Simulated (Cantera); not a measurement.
Input: 1 mol Ni, 0.011 mol H2S, 4.5 mol N2, equilibrated at 0.0750 Torr.

These are equilibrium values from Cantera (NASA tables, ideal gas, pure condensed phases), not measurements of a reactor. Candidate condensed phases: Ni, NiS, NiS2, Ni3S2, Ni3S4, S; 17 gas species. Rates play no part.

Task: At 1300 °C, list the 5 most abundant gas species with their mole fractions, and the condensed phases.

Result: N2 0.994, Ni 0.00246, H2 0.00231, S2 0.00100, S 0.000289. Condensed: Ni(s).
